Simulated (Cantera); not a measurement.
**Thermodynamics of nitride etching, feed TiN + O2**

Input: 1 mol TiN, a varied amount of O2, at 1325 °C and 82.5 Torr.

Cantera equilibrium calculation (NASA polynomials, part measured and part estimated; ideal gas, pure solids and liquids). Candidate condensed phases: Ti, TiN, TiO, TiO2, Ti2O3, Ti3O5, Ti4O7; 12 gas species. Mutual solubility and eutectic melting of coexisting phases are not modelled. Condensed phases not in the tables: Magnéli phases beyond Ti4O7. Equilibrium is a limit: real reactors are often held back by kinetics, nucleation or transport.

```tsv
n(O2) (mol)	x N2	x O2	x NO	x O	x NO2	x N2O	x O3	n TiO2(rutile)	n Ti4O7(s)
0.91	1.00	<1e-12	2.91e-9	2.64e-11	<1e-12	<1e-12	<1e-12	0.280	0.180
1.2	0.713	0.285	0.00213	2.28e-5	3.34e-6	4.01e-8	3.20e-10	1.00	0
1.6	0.453	0.544	0.00234	3.15e-5	5.08e-6	3.53e-8	8.47e-10	1.00	0
2	0.332	0.666	0.00222	3.48e-5	5.32e-6	2.86e-8	1.15e-9	1.00	0
2.7	0.226	0.772	0.00197	3.75e-5	5.09e-6	2.10e-8	1.43e-9	1.00	0
3.5	0.166	0.832	0.00175	3.90e-5	4.70e-6	1.59e-8	1.60e-9	1.00	0
4.6	0.121	0.877	0.00154	4.00e-5	4.24e-6	1.20e-8	1.73e-9	1.00	0
6	0.0902	0.908	0.00135	4.07e-5	3.79e-6	9.06e-9	1.83e-9	1.00	0
7.9	0.0670	0.932	0.00118	4.12e-5	3.35e-6	6.81e-9	1.90e-9	1.00	0
10	0.0521	0.947	0.00105	4.15e-5	3.00e-6	5.34e-9	1.94e-9	1.00	0
```
x: gas mole fraction; n: condensed amount in mol.

At 0.91 mol O2 the condensed part is TiO2(rutile) + Ti4O7(s). From 1.2 mol O2 to 10 mol O2 the condensed part is TiO2(rutile).
